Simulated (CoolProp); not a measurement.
Vapour pressure (MPa) of decamethylcyclopentasiloxane (D5): the reference equation beside estimates from Tc = 618.3 K, pc = 1.078 MPa, ω = 0.631.

Computed with CoolProp (reference Helmholtz-energy equation of state, Thol 2019).

| T (K) | reference | Lee-Kesler | van der Waals | Redlich-Kwong | Peng-Robinson |
|---|---|---|---|---|---|
| 396.3 | 0.006875 | 0.007124 | 0.1357 | 0.04273 | 0.007514 |
| 414.2 | 0.01352 | 0.01372 | 0.1720 | 0.06430 | 0.01426 |
| 432 | 0.02457 | 0.02459 | 0.2140 | 0.09275 | 0.02527 |
| 449.9 | 0.04202 | 0.04167 | 0.2625 | 0.1296 | 0.04249 |
| 467.7 | 0.06786 | 0.06694 | 0.3172 | 0.1755 | 0.06790 |
| 485.6 | 0.1049 | 0.1032 | 0.3792 | 0.2321 | 0.1044 |
| 503.4 | 0.1556 | 0.1529 | 0.4479 | 0.2999 | 0.1545 |
| 521.3 | 0.2236 | 0.2197 | 0.5244 | 0.3806 | 0.2221 |
| 539.2 | 0.3121 | 0.3072 | 0.6086 | 0.4749 | 0.3109 |
| 557 | 0.4245 | 0.4189 | 0.7001 | 0.5831 | 0.4244 |
| 574.9 | 0.5665 | 0.5614 | 0.8002 | 0.7073 | 0.5685 |
| 592.7 | 0.7427 | 0.7396 | 0.9080 | 0.8470 | 0.7471 |

Absolute difference from the reference over all 12 rows, mean and median: Lee-Kesler 1.4 and 1.4 %, van der Waals 459.7 and 224.7 %, Redlich-Kwong 162.9 and 107.0 %, Peng-Robinson 1.8 and 0.6 %.
